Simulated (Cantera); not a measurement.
Charge: 1 mol SiH2Cl2, 0.12 mol NH3, 10 mol N2, at 1850 °C and 0.120 bar.

Cantera equilibrium calculation (NASA polynomials, part measured and part estimated; ideal gas, pure solids and liquids). Candidate condensed phases: NH4Cl, Si, Si3N4; 28 gas species. The tables' values for SiCl, SiCl3, SiN are old estimates; treat these amounts as uncertain. Gases not in the tables: Si2H6 and higher silanes. The numbers say what is thermodynamically allowed, not how fast it happens.

Base state: N2 0.818, H2 0.0723, SiCl2 0.0571, HCl 0.0445, H 0.00279, Si 0.00142, SiCl 0.00138, Cl 0.00126 (mole fractions); condensed: Si(l).

Q: What changes in the equilibrium state with this change: NH3 from 0.12 to 0.39 mol?

A: 
| species | before | after |
|---|---|---|
| N2 | 0.818 | 0.794 |
| H2 | 0.0723 | 0.0973 |
| SiCl2 | 0.0571 | 0.0515 |
| HCl | 0.0445 | 0.0490 |
| SiH2 | 1.48e-5 | 2.00e-5 |
| SiCl3 | 0.000500 | 0.000429 |
| SiH | 6.83e-5 | 7.92e-5 |
| Si(l), mol | 0.253 | 0.293 |
